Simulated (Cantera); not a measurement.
# Equilibrium for nitride etching: Si3N4 + H2 + N2

Input: 1 mol Si3N4, 78 mol H2, 15 mol N2, held at 1400 Pa.

These are equilibrium values from Cantera (NASA tables, ideal gas, pure condensed phases), not measurements of a reactor. Candidate condensed phases: Si, Si3N4; 18 gas species. The tables' values for SiN are old estimates; treat these amounts as uncertain. Gases not in the tables: Si2H6 and higher silanes. The numbers say what is thermodynamically allowed, not how fast it happens.

| T (°C) | x H2 | x N2 | x H | x Si | x SiH | x Si2 | x SiH2 | n Si3N4(s) | n Si(l) |
|---|---|---|---|---|---|---|---|---|---|
| 875 | 0.839 | 0.161 | 5.54e-7 | <1e-12 | <1e-12 | <1e-12 | <1e-12 | 1.00 | 0 |
| 975 | 0.839 | 0.161 | 3.61e-6 | <1e-12 | <1e-12 | <1e-12 | 3.56e-11 | 1.00 | 0 |
| 1075 | 0.839 | 0.161 | 1.79e-5 | 1.11e-10 | 7.71e-11 | <1e-12 | 1.17e-9 | 1.00 | 0 |
| 1175 | 0.839 | 0.161 | 7.13e-5 | 7.83e-9 | 3.40e-9 | <1e-12 | 2.35e-8 | 1.000 | 0 |
| 1275 | 0.838 | 0.161 | 0.000238 | 3.18e-7 | 9.12e-8 | 7.93e-11 | 3.20e-7 | 1.000 | 0 |
| 1375 | 0.838 | 0.161 | 0.000689 | 8.17e-6 | 1.63e-6 | 1.21e-8 | 3.15e-6 | 1.000 | 0 |
| 1475 | 0.819 | 0.179 | 0.00175 | 0.000104 | 1.48e-5 | 5.34e-7 | 1.68e-5 | 0 | 2.99 |
| 1575 | 0.817 | 0.178 | 0.00405 | 0.000448 | 4.78e-5 | 3.12e-6 | 3.40e-5 | 0 | 2.95 |
| 1675 | 0.812 | 0.178 | 0.00860 | 0.00166 | 0.000136 | 1.51e-5 | 6.36e-5 | 0 | 2.81 |
| 1775 | 0.801 | 0.176 | 0.0169 | 0.00540 | 0.000347 | 6.26e-5 | 0.000111 | 0 | 2.40 |
| 1875 | 0.779 | 0.173 | 0.0311 | 0.0157 | 0.000805 | 0.000227 | 0.000181 | 0 | 1.26 |
x: gas mole fraction; n: condensed amount in mol.

From 875 °C to 1375 °C the condensed part is Si3N4(s). From 1475 °C to 1875 °C the condensed part is Si(l).
